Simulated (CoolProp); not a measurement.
Model: reference Helmholtz-energy equation of state, Setzmann 1991, in CoolProp.

For methane, give the phase and the Z, speed of sound (m/s), isothermal compressibility (1/MPa), conductivity (mW/(m K)) at 153.1 K and 36.9 bar; 306.6 K and 36.9 bar.


- 153.1 K and 36.9 bar: liquid; Z 0.130, speed of sound 938, isothermal compressibility 0.00656, conductivity 130
- 306.6 K and 36.9 bar: gas; Z 0.945, speed of sound 446, isothermal compressibility 0.286, conductivity 37.9

Thermal conductivity comes from a separate model (Friend 1989).
